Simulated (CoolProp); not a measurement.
Acetone at several states: Z from the reference equation and from simpler models built on Tc = 508.1 K, pc = 46.92 bar, ω = 0.307; each cubic takes its own stable root.

Model: reference Helmholtz-energy equation of state, Lemmon 2006, in CoolProp. It is a short technical equation, of lower accuracy than the large ones.

```csv
T (K),p (bar),phase,reference
196.3,191,liquid,0.7526
436.8,27.3,liquid,0.07260
427.6,183,liquid,0.4515
```

### Question
How far does each simpler model (van der Waals, Redlich-Kwong, Soave-Redlich-Kwong, Peng-Robinson) lie from the reference over these 3 states: mean and median of the absolute difference, and the worst?

### Answer
- van der Waals: mean 88.7 %, median 94.6 %, worst +96.1 % at 196.3 K and 191 bar
- Redlich-Kwong: mean 34.4 %, median 33.7 %, worst +39.8 % at 436.8 K and 27.3 bar
- Soave-Redlich-Kwong: mean 29.9 %, median 31.6 %, worst +32.0 % at 196.3 K and 191 bar
- Peng-Robinson: mean 15.4 %, median 16.1 %, worst +18.0 % at 196.3 K and 191 bar
